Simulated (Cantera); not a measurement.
## Boron, boron nitride and boron oxide: B2H6 + N2 + H2

A closed system holds: 1 mol B2H6, 37 mol N2, 61 mol H2, equilibrated at 750 K and 27.0 Pa.

Method: chemical equilibrium by Gibbs-energy minimisation in Cantera with the NASA 1993 tables (ideal gas, pure condensed phases). Candidate condensed phases: B, BN; 15 gas species. The feed counts by its element totals alone. N2 is the only nitrogen source here; it is nearly inert below about 1500 K, so the nitride shown seldom forms there in practice. Equilibrium is a limit: real reactors are often held back by kinetics, nucleation or transport.

* **x(H2)**: 0.640
* **x(N2)**: 0.360
* **n(BN(s))**: 2.00 mol
* **gas amount**: 100.0 mol
* **log10 activity of B(s) (absent)**: -10.87
